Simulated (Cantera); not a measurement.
A Cantera script and its output.

```python
import numpy as np
import cantera as ct

gas = ct.Solution("gri30.yaml")
gas.TPX = 1225, 500000, {'CH3OH': 1, 'O2': 0.833, 'N2': 7.92}
reactor = ct.IdealGasConstPressureReactor(gas, energy="on", clone=False)
net = ct.ReactorNet([reactor])
net.rtol, net.atol = 1e-08, 1e-16
show = ['CH3OH', 'O2', 'H', 'NO2', 'O', 'CH2O', 'N2O']
times = np.geomspace(2e-06, 0.7, 16)

steps = ct.SolutionArray(gas, extra=["t"])
rows = []
print(f"{'t/s':>10s}{'T/K':>9s}{'P/Pa':>11s}" + "".join(f"{s:>11s}" for s in show))
for t in times:
    while net.time < t:
        t_next = net.step()
        steps.append(gas.state, t=t_next)
    rows.append([np.interp(t, steps.t, y) for y in (steps.T, steps.P, *steps(*show).X.T)])
    print(f"{t:10.3e}{rows[-1][0]:9.1f}{rows[-1][1]:11.4g}" + "".join(f"{x:11.3e}" for x in rows[-1][2:]))
rate = np.gradient(steps.T, steps.t)
print("integrator steps:", len(steps.t))
if steps.T.max() > steps.T[0] + 200:
    print(f"time of steepest temperature rise: {steps.t[rate.argmax()]:.4e} s")
gas.TPX = 1225, 500000, {'CH3OH': 1, 'O2': 0.833, 'N2': 7.92}
gas.equilibrate("HP")
print(f"equilibrium (HP): T = {gas.T:.1f} K  " + "  ".join(f"{s} {gas[s].X[0]:.3e}" for s in show))
```

Output:

```
       t/s      T/K       P/Pa      CH3OH         O2          H        NO2          O       CH2O        N2O
 2.000e-06   1225.0      5e+05  1.025e-01  8.541e-02  6.181e-10  8.624e-25  6.025e-11  9.663e-08  5.392e-15
 4.684e-06   1225.0      5e+05  1.025e-01  8.541e-02  6.372e-10  1.498e-23  6.106e-11  2.446e-07  2.849e-14
 1.097e-05   1225.0      5e+05  1.025e-01  8.541e-02  6.636e-10  2.339e-22  6.214e-11  6.199e-07  1.603e-13
 2.569e-05   1225.0      5e+05  1.025e-01  8.541e-02  6.888e-10  3.497e-21  6.300e-11  1.561e-06  9.294e-13
 6.018e-05   1225.0      5e+05  1.025e-01  8.541e-02  7.279e-10  4.964e-20  6.402e-11  3.857e-06  5.331e-12
 1.409e-04   1225.0      5e+05  1.025e-01  8.540e-02  8.798e-10  6.800e-19  6.791e-11  9.831e-06  2.958e-11
 3.301e-04   1225.0      5e+05  1.025e-01  8.539e-02  1.603e-09  9.999e-18  8.660e-11  3.147e-05  1.580e-10
 7.731e-04   1225.2      5e+05  1.023e-01  8.531e-02  5.984e-09  2.586e-16  2.006e-10  1.838e-04  8.468e-10
 1.811e-03   1381.2      5e+05  5.516e-02  5.731e-02  1.622e-05  4.618e-12  5.322e-07  2.165e-02  2.476e-08
 4.241e-03   2009.5      5e+05  2.721e-13  9.351e-08  1.978e-04  1.487e-11  1.026e-07  7.568e-09  6.214e-10
 9.933e-03   2009.6      5e+05  2.787e-13  8.557e-08  1.901e-04  1.355e-11  9.472e-08  7.565e-09  6.001e-10
 2.326e-02   2009.6      5e+05  2.792e-13  8.556e-08  1.901e-04  1.340e-11  9.471e-08  7.565e-09  5.990e-10
 5.449e-02   2009.6      5e+05  2.792e-13  8.556e-08  1.901e-04  1.324e-11  9.471e-08  7.565e-09  5.974e-10
 1.276e-01   2009.6      5e+05  2.792e-13  8.557e-08  1.901e-04  1.294e-11  9.471e-08  7.565e-09  5.944e-10
 2.989e-01   2009.6      5e+05  2.792e-13  8.557e-08  1.901e-04  1.245e-11  9.472e-08  7.565e-09  5.896e-10
 7.000e-01   2009.6      5e+05  2.791e-13  8.557e-08  1.901e-04  1.193e-11  9.472e-08  7.565e-09  5.848e-10
integrator steps: 2321
time of steepest temperature rise: 1.8412e-03 s
equilibrium (HP): T = 2009.6 K  CH3OH 2.852e-13  O2 8.557e-08  H 1.901e-04  NO2 1.169e-11  O 9.472e-08  CH2O 7.565e-09  N2O 5.826e-10
```

Detailed kinetics in Cantera: GRI-Mech 3.0 (53 species, 325 reactions). GRI-Mech 3.0 was tuned for natural gas; its chemistry of methanol as a main component is partial and can be far from experiment.
